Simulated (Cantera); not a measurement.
A Cantera script and its output.

```python
import numpy as np
import cantera as ct

gas = ct.Solution("gri30.yaml")
gas.TPX = 1973, 150000, {'NO': 0.39, 'N2': 1.3}
reactor = ct.IdealGasConstPressureReactor(gas, energy="off", clone=False)
net = ct.ReactorNet([reactor])
net.rtol, net.atol = 1e-08, 1e-18
show = ['NO', 'NO2', 'O2', 'N2O', 'O']
times = np.geomspace(0.0006, 10, 13)

steps = ct.SolutionArray(gas, extra=["t"])
rows = []
print(f"{'t/s':>10s}{'T/K':>9s}{'P/Pa':>11s}" + "".join(f"{s:>11s}" for s in show))
for t in times:
    while net.time < t:
        t_next = net.step()
        steps.append(gas.state, t=t_next)
    rows.append([np.interp(t, steps.t, y) for y in (steps.T, steps.P, *steps(*show).X.T)])
    print(f"{t:10.3e}{rows[-1][0]:9.1f}{rows[-1][1]:11.4g}" + "".join(f"{x:11.3e}" for x in rows[-1][2:]))
rate = np.gradient(steps.T, steps.t)
print("integrator steps:", len(steps.t))
if steps.T.max() > steps.T[0] + 200:
    print(f"time of steepest temperature rise: {steps.t[rate.argmax()]:.4e} s")
gas.TPX = 1973, 150000, {'NO': 0.39, 'N2': 1.3}
gas.equilibrate("TP")
print(f"equilibrium (TP): T = {gas.T:.1f} K  " + "  ".join(f"{s} {gas[s].X[0]:.3e}" for s in show))
```

Result:

```
       t/s      T/K       P/Pa         NO        NO2         O2        N2O          O
 6.000e-04   1973.0    1.5e+05  2.306e-01  4.022e-05  8.314e-06  2.146e-05  1.800e-05
 1.349e-03   1973.0    1.5e+05  2.305e-01  6.417e-05  5.449e-05  2.527e-05  2.742e-05
 3.032e-03   1973.0    1.5e+05  2.302e-01  6.946e-05  1.996e-04  2.563e-05  2.952e-05
 6.817e-03   1973.0    1.5e+05  2.295e-01  7.199e-05  5.334e-04  2.547e-05  3.061e-05
 1.533e-02   1973.0    1.5e+05  2.280e-01  7.724e-05  1.284e-03  2.512e-05  3.292e-05
 3.446e-02   1973.0    1.5e+05  2.246e-01  8.745e-05  2.967e-03  2.433e-05  3.757e-05
 7.746e-02   1973.0    1.5e+05  2.171e-01  1.050e-04  6.712e-03  2.265e-05  4.623e-05
 1.741e-01   1973.0    1.5e+05  2.009e-01  1.291e-04  1.479e-02  1.930e-05  6.078e-05
 3.915e-01   1973.0    1.5e+05  1.688e-01  1.481e-04  3.081e-02  1.358e-05  8.227e-05
 8.801e-01   1973.0    1.5e+05  1.164e-01  1.356e-04  5.700e-02  6.545e-06  1.085e-04
 1.979e+00   1973.0    1.5e+05  5.670e-02  8.084e-05  8.689e-02  1.808e-06  1.322e-04
 4.448e+00   1973.0    1.5e+05  1.835e-02  2.883e-05  1.061e-01  5.295e-07  1.453e-04
 1.000e+01   1973.0    1.5e+05  6.839e-03  1.102e-05  1.119e-01  4.093e-07  1.490e-04
integrator steps: 1008
equilibrium (TP): T = 1973.0 K  NO 5.523e-03  NO2 8.927e-06  O2 1.125e-01  N2O 4.032e-07  O 1.494e-04
```

Model: GRI-Mech 3.0 (53 species, 325 reactions), integrated in Cantera.
